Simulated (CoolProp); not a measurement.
A single-stage vapour-compression cycle with isobutane: evaporating at 219.15 K (dew point), condensing at 265.15 K (bubble point), superheat 2 K, subcooling 0 K, compressor efficiency 0.6, no pressure losses. Each further row changes one setting.

Computed with CoolProp (reference Helmholtz-energy equation of state, Bücker 2006).

| case | cooling COP | pressure ratio | discharge temperature (K) | refrigerating effect (kJ/kg) | volumetric capacity (kJ/m³) |
|---|---|---|---|---|---|
| as stated | 2.42 | 8.77 | 306.6 | 304 | 129 |
| evaporating temperature 224.15 K | 2.83 | 6.59 | 300.9 | 311 | 173 |
| condensing temperature 260.15 K | 2.77 | 7.23 | 299.1 | 315 | 134 |
| subcooling 5 K | 2.51 | 8.77 | 306.6 | 315 | 134 |
| superheat 12 K | 2.42 | 8.77 | 317.5 | 318 | 129 |
| compressor efficiency 0.5 | 2.01 | 8.77 | 320.9 | 304 | 129 |
